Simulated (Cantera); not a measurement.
**Gas activation for diamond growth**

An isothermal, constant-pressure homogeneous reactor starts with 0.219 % CH4, 99.5 % H2, 0.279 % CO2, at 2673 K and 0.0270 bar.

Computed with Cantera and GRI-Mech 3.0 (53 species, 325 reactions). Radical loss at walls, strong at low pressure, is not modelled.

| t (s) | x CH4 | x H2 | x CO2 | x HCO | x O2 | x C2H6 | x H2O |
|---|---|---|---|---|---|---|---|
| 4.00e-5 | 0.00213 | 0.994 | 0.00278 | 3.02e-11 | <1e-12 | 3.29e-10 | 5.14e-6 |
| 0.000120 | 0.00209 | 0.993 | 0.00273 | 3.32e-10 | <1e-12 | 1.08e-9 | 4.85e-5 |
| 0.000362 | 0.00195 | 0.989 | 0.00237 | 2.87e-9 | 6.93e-12 | 4.34e-9 | 0.000409 |
| 0.00109 | 0.00162 | 0.977 | 0.000693 | 1.41e-8 | 7.87e-11 | 1.22e-8 | 0.00206 |
| 0.00328 | 0.000794 | 0.955 | 1.22e-6 | 2.86e-8 | 7.25e-10 | 7.56e-9 | 0.00266 |
| 0.00988 | 0.000112 | 0.930 | 1.14e-6 | 1.61e-8 | 1.84e-9 | 2.39e-10 | 0.00238 |
| 0.0297 | 2.28e-5 | 0.890 | 9.74e-7 | 1.07e-8 | 2.51e-9 | 1.43e-11 | 0.00159 |
| 0.0894 | 1.17e-6 | 0.815 | 4.83e-7 | 5.40e-9 | 1.36e-9 | <1e-12 | 0.000592 |
| 0.269 | 6.22e-12 | 0.740 | 4.12e-7 | 3.64e-9 | 2.28e-9 | <1e-12 | 0.000469 |
| 0.810 | 4.74e-12 | 0.727 | 4.10e-7 | 3.47e-9 | 2.57e-9 | <1e-12 | 0.000462 |
| 2.44 | 4.73e-12 | 0.727 | 4.10e-7 | 3.46e-9 | 2.57e-9 | <1e-12 | 0.000462 |
| 7.34 | 4.73e-12 | 0.727 | 4.10e-7 | 3.46e-9 | 2.57e-9 | <1e-12 | 0.000462 |
| 22.1 | 4.73e-12 | 0.727 | 4.10e-7 | 3.46e-9 | 2.57e-9 | <1e-12 | 0.000462 |
| 66.5 | 4.73e-12 | 0.727 | 4.10e-7 | 3.46e-9 | 2.57e-9 | <1e-12 | 0.000462 |
| 200 | 4.73e-12 | 0.727 | 4.10e-7 | 3.46e-9 | 2.57e-9 | <1e-12 | 0.000462 |
x: mole fraction; the columns are a selection and need not sum to one.

Equilibrium at this temperature and pressure: CH4 4.84e-12, H2 0.727, CO2 4.10e-7, HCO 3.46e-9, O2 2.57e-9, C2H6 <1e-12, H2O 0.000462 (gas phase only).
